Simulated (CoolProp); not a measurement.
The fluid at 256.23 K and 0.772 MPa (liquid) is heated at constant pressure to 403.3 K. The same conditions are run with several fluids, on thermodynamics alone (safety and materials aside).

Model: reference Helmholtz-energy equation of state of each fluid (R115: Lemmon 2016; isohexane: Lemmon 2006; R134a: Tillner-Roth 1994; vinyl chloride: Thol 2022), in CoolProp.

| fluid | heat (kJ/kg) | final phase | final density (kg/m³) |
|---|---|---|---|
| R115 | 227 | gas | 37.6 |
| isohexane | 353 | liquid | 538 |
| R134a | 339 | gas | 24.8 |
| vinyl chloride | 486 | gas | 15.2 |
